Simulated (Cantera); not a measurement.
Mixture: 18.9 % H2, 16.6 % O2, 64.6 % N2, equivalence ratio 0.57, at 19500 Torr, adiabatic and at constant pressure. Ignition delay is the time to a rise of 400 K.

Model: the H2/O2 subset of GRI-Mech 3.0, which has no nitrogen chemistry, integrated in Cantera. The hydrogen kinetics of GRI-Mech 3.0 are dated; newer H2 mechanisms differ, most at raised pressure. The pressure lies above the range GRI-Mech 3.0 was tuned for (to about 10 atm). Below about 950 K walls govern HO2 and H2O2 in real vessels.

Question: At T0 = 1225 K, what is the delay, and which 7 reactions control it most (d ln τ / d ln k, from doubling and halving each rate constant)?

Answer: The delay is 94.9 µs.
```tsv
reaction	d ln τ / d ln k	faster rate
H + O2 <=> O + OH	-1.14	shortens it
H + O2 + N2 <=> HO2 + N2	0.52	lengthens it
2 OH (+M) <=> H2O2 (+M)	-0.42	shortens it
H + H2O2 <=> H2 + HO2	-0.42	shortens it
H + O2 + M <=> HO2 + M	0.24	lengthens it
H + HO2 <=> 2 OH	-0.11	shortens it
H + O2 + O2 <=> HO2 + O2	0.11	lengthens it
```
